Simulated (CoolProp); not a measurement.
Vapour-liquid equilibrium of methanol (1) + water (2) at 335.2 K; x and y are mole fractions of (1).

Computed with CoolProp (multi-fluid Helmholtz-energy mixture model, de Reuck 1993 and Wagner 2002; pair parameters Bell 2016).

```
x     bubble pressure, mixture model (kPa)  bubble pressure, Raoult's law (kPa)  y, mixture model  y, Raoult's law
----  ------------------------------------  -----------------------------------  ----------------  ---------------
0.05                                 28.11                                25.42             0.249            0.181
0.2                                  43.06                                35.93             0.575            0.512
0.35                                 54.60                                46.45             0.714            0.693
0.5                                  64.11                                56.96             0.799            0.808
0.65                                 72.61                                67.47             0.864            0.886
0.8                                  80.82                                77.99             0.922            0.944
0.95                                 89.15                                88.50             0.980            0.988
```

The largest gap from Raoult's law is +19.8 % in bubble pressure, at x = 0.2. No azeotrope shows between x = 0.05 and 0.95.

The pair parameters rest on a limited set of measurements; away from them the model extrapolates.
